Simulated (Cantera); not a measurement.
# Iron carbonyl, mercury and lead vapours: Pb + N2

A closed system holds: 1 mol Pb, 28 mol N2, equilibrated at 1225 °C and 1.00 bar.

These are equilibrium values from Cantera (NASA tables, ideal gas, pure condensed phases), not measurements of a reactor. Candidate condensed phases: Pb; 4 gas species. The numbers say what is thermodynamically allowed, not how fast it happens.

```json
{
 "x(N2)": "0.976",
 "x(Pb)": "0.0241",
 "x(Pb2)": "9.99e-6",
 "n(Pb(l))": "0.307 mol",
 "gas_amount": "28.69 mol"
}
```
